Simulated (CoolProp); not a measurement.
Values from CoolProp's reference Helmholtz-energy equation of state, Penoncello 2003.

Problem. Give the vapour pressure (kPa), vapour density (kg/m³), liquid viscosity (µPa s) of saturated CHF3 (R23) at 240.2 K.

Solution. 
| T (K) | p (kPa) | vapour density (kg/m³) | liquid viscosity (µPa s) |
|---|---|---|---|
| 240.2 | 910 | 38.7 | 151 |

Viscosity comes from a separate model (Shan 2000).
